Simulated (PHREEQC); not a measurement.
Model water analysis in mg/L, 25 °C, pH 6.37, pe 11.5:

```csv
constituent,mg/L
Na,11.6
K,83.6
Ca,82.6
Mg,56.7
Cl,98
S(6) as SO4,132
Alkalinity as HCO3,349
O(0) (dissolved oxygen),2.08
Si as SiO2,18.1
Cd,0.213
Pb,9.7
Sr,0.409
N(5) as NO3,4.24
```

Valence states are taken as typed.

Equilibrium calculation in PHREEQC: ion-association model, phreeqc.dat.

```tsv
quantity	before	after
ionic strength (mol/kgw)	0.0155	0.0147
CO2 (mol/kgw)	0.00465	0.00404
SO4-2 (mol/kgw)	0.00104	0.000877
MgSO4 (mol/kgw)	0.000192	0.000348
CaSO4 (mol/kgw)	0.000130	0.000133
MgHCO3+ (mol/kgw)	8.31e-5	0.000100
SI of Chalcedony (SiO2)	+0.03	-0.38
SI of Otavite (CdCO3)	-0.25	-0.08
```

Q: Name the change that produced these shifts.
A. temperature from 25 to 65 °C at the same typed pH
B. Cd from 0.213 to 0.639 mg/L
C. Si from 18.1 to 36.2 mg/L

A: A, temperature from 25 to 65 °C at the same typed pH

Precipitation was switched off in this run. Some of these states are supersaturated (in Cerussite, Quartz (slow to form), Pb(OH)2, for instance). At this temperature some constants are extrapolated from 25 °C, and those without enthalpy data are left unchanged.
